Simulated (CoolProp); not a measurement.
Saturation properties of C3F8 (R218).

Values from CoolProp's reference Helmholtz-energy equation of state, Lemmon 2006. It is a short technical equation, of lower accuracy than the large ones.

| T (°C) | p (MPa) | vapour density (kg/m³) | enthalpy of vaporisation (kJ/kg) | liquid cp (kJ/(kg K)) | surface tension (mN/m) |
|---|---|---|---|---|---|
| -83.35 | 0.006548 | 0.7866 | 120.6 | 0.8827 | 16.3 |
| -75.25 | 0.01179 | 1.364 | 118.0 | 0.8973 | 15.2 |
| -67.15 | 0.02010 | 2.246 | 115.5 | 0.9125 | 14.2 |
| -59.15 | 0.03246 | 3.517 | 112.9 | 0.9280 | 13.2 |
| -51.05 | 0.05059 | 5.329 | 110.2 | 0.9444 | 12.2 |
| -42.95 | 0.07600 | 7.809 | 107.4 | 0.9615 | 11.2 |
| -34.85 | 0.1105 | 11.12 | 104.4 | 0.9794 | 10.3 |
| -26.75 | 0.1562 | 15.43 | 101.4 | 0.9985 | 9.33 |
| -18.65 | 0.2151 | 20.97 | 98.11 | 1.019 | 8.40 |
| -10.55 | 0.2898 | 27.98 | 94.66 | 1.041 | 7.49 |

It boils at -36.8 °C under 1 atm.

Surface tension comes from a separate correlation (Mulero 2012).
